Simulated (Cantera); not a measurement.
Charge: 1 mol CuO, 2.8 mol CO, 1.9 mol H2, equilibrated at 0.585 Torr.

Cantera equilibrium calculation (NASA polynomials, part measured and part estimated; ideal gas, pure solids and liquids). Candidate condensed phases: C, C6H6, C7H8, C8H18, Cu, CuO, Cu(OH)2, Cu2O, H2O; 113 gas species. Kinetics and transport are ignored. All values below are at 1648 K.

Base state: CO 0.464, H2 0.243, H2O 0.120, Cu 0.101, CO2 0.0714, H 0.00157, Cu2 9.41e-5, OH 3.48e-5 (mole fractions); condensed: Cu(l).

Task: What changes in the equilibrium state with this change: H2 from 1.9 to 0.38 mol?

Result: 
```csv
species,before,after
CO,0.464,0.568
CO2,0.0714,0.223
Cu,0.101,0.101
H2,0.243,0.0474
H2O,0.120,0.0596
H,0.00157,0.000694
OH,3.48e-5,3.92e-5
"Cu(l), mol",0.469,0.641
```

Task: What changes in the equilibrium state with this change: pressure from 0.585 Torr to 3.45 Torr?

Result: 
```tsv
species	before	after
CO	0.464	0.507
H2	0.243	0.266
H2O	0.120	0.131
Cu	0.101	0.0172
CO2	0.0714	0.0780
Cu2	9.41e-5	1.59e-5
OH	3.48e-5	1.50e-5
H	0.00157	0.000677
Cu(l), mol	0.469	0.918
```
